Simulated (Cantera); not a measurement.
A perfectly stirred reactor is fed with 2.99 % CH4, 3.89 % C2H6, 19.6 % O2, 73.5 % N2, at 195 Torr; it is adiabatic with a 475 K inlet, and is followed from long to short residence time, starting on the burning branch (τ in s: 0.022, 0.01, 0.0047, 0.0022, 0.001, 0.00048, 0.00022, 0.0001, 4.8e-05).

Model: GRI-Mech 3.0 (53 species, 325 reactions), integrated in Cantera.

x: mole fraction; the columns are a selection and need not sum to one.

```json
[
 {"τ (s)": "0.022", "T (K)": "2133", "x CH4": "5.27e-6", "x C2H6": "1.33e-6", "x O2": "0.0171", "x H2O": "0.150", "x HCO": "(withheld)"},
 {"τ (s)": "0.010", "T (K)": "2077", "x CH4": "9.80e-6", "x C2H6": "2.76e-6", "x O2": "0.0193", "x H2O": "0.146", "x HCO": "(withheld)"},
 {"τ (s)": "0.0047", "T (K)": "2022", "x CH4": "1.86e-5", "x C2H6": "5.56e-6", "x O2": "0.0214", "x H2O": "0.143", "x HCO": "(withheld)"},
 {"τ (s)": "0.0022", "T (K)": "1971", "x CH4": "3.70e-5", "x C2H6": "1.15e-5", "x O2": "0.0234", "x H2O": "0.140", "x HCO": "(withheld)"},
 {"τ (s)": "0.0010", "T (K)": "1924", "x CH4": "8.07e-5", "x C2H6": "2.53e-5", "x O2": "0.0258", "x H2O": "0.137", "x HCO": "(withheld)"},
 {"τ (s)": "0.00048", "T (K)": "1882", "x CH4": "0.000182", "x C2H6": "5.71e-5", "x O2": "0.0293", "x H2O": "0.136", "x HCO": "(withheld)"},
 {"τ (s)": "0.00022", "T (K)": "1814", "x CH4": "0.000567", "x C2H6": "0.000176", "x O2": "0.0379", "x H2O": "0.135", "x HCO": "(withheld)"},
 {"τ (s)": "0.00010", "T (K)": "475", "x CH4": "0.0299", "x C2H6": "0.0389", "x O2": "0.196", "x H2O": "<1e-12", "x HCO": "<1e-12"},
 {"τ (s)": "4.8e-5", "T (K)": "475", "x CH4": "0.0299", "x C2H6": "0.0389", "x O2": "0.196", "x H2O": "<1e-12", "x HCO": "<1e-12"}
]
```

**Question.** Complete the blanks.

**Answer.** 
- 0.022, x HCO: 4.06e-7
- 0.010, x HCO: 8.59e-7
- 0.0047, x HCO: 1.76e-6
- 0.0022, x HCO: 3.63e-6
- 0.0010, x HCO: 7.83e-6
- 0.00048, x HCO: 1.65e-5
- 0.00022, x HCO: 3.93e-5
